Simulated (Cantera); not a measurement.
Charge: 1 mol trisilylamine, 23 mol NH₃, 11 mol H₂, at 825 K and 0.000130 bar.

These are equilibrium values from Cantera (NASA tables, ideal gas, pure condensed phases), not measurements of a reactor. Candidate condensed phases: Si, Si₃N₄; 18 gas species. The feed counts by its element totals alone. The numbers say what is thermodynamically allowed, not how fast it happens.

What is the equilibrium state?


| Quantity | Result |
|---|---|
| x(H₂) | 0.833 |
| x(N₂) | 0.167 |
| n(Si₃N₄(s)) | 1.00 mol |
| gas amount | 60.00 mol |
| log10 activity of Si(s) (absent) | -6.84 |
